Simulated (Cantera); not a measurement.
Feed: 1 mol c-C4F8, 2.5 mol F2, 15 mol H2, held at 0.0600 bar.

These are equilibrium values from Cantera (NASA tables, ideal gas, pure condensed phases), not measurements of a reactor. Candidate condensed phases: C, C6H6, C7H8, C8H18; 95 gas species. The feed counts by its element totals alone. Kinetics and transport are ignored.

### Question
At 2750 K, list the 5 most abundant gas species with their mole fractions, and the condensed phases.

### Answer
HF 0.558, H2 0.283, H 0.149, C2H2 (acetylene) 0.00797, F 0.00111. Condensed: C(graphite).
